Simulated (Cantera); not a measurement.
Feed: 1 mol MgF₂, 4.4 mol O₂, 5.7 mol H₂, at 1248 K.

Cantera equilibrium calculation (NASA polynomials, part measured and part estimated; ideal gas, pure solids and liquids). Candidate condensed phases: H₂O, Mg, MgF₂, MgO, Mg(OH)₂; 31 gas species. Mutual solubility and eutectic melting of coexisting phases are not modelled. Equilibrium is a limit: real reactors are often held back by kinetics, nucleation or transport.

log p: log10 of the partial pressure in bar; n: condensed amount in mol.

```
P (Pa)   log p H₂O    log p HF    log p O₂    log p OH    log p H₂  n MgO(s)  n MgF₂(s)
------  ----------  ----------  ----------  ----------  ----------  --------  ---------
0.100        -6.24       -6.62       -6.73       -9.39      -10.36     1.000          0
0.720   (withheld)  (withheld)  (withheld)  (withheld)  (withheld)     1.000          0
5.20         -4.53       -4.90       -5.01       -8.10       -9.50     1.000          0
37      (withheld)  (withheld)  (withheld)  (withheld)  (withheld)     1.000          0
270          -2.81       -3.18       -3.29       -6.81       -8.64     1.000          0
1900         -1.97       -2.34       -2.45       -6.18       -8.22     1.000          0
14000        -1.01       -1.82       -1.55       -5.48       -7.72     0.410      0.590
100000       -0.13       -1.38       -0.68       -4.81       -7.26     0.154      0.846
```

Problem. Some entries are withheld; supply them.

Solution. 
- 37, log p H₂O: -3.68
- 37, log p HF: -4.05
- 37, log p O₂: -4.16
- 37, log p OH: -7.46
- 37, log p H₂: -9.08
- 0.720, log p H₂O: -5.39
- 0.720, log p HF: -5.76
- 0.720, log p O₂: -5.87
- 0.720, log p OH: -8.74
- 0.720, log p H₂: -9.93
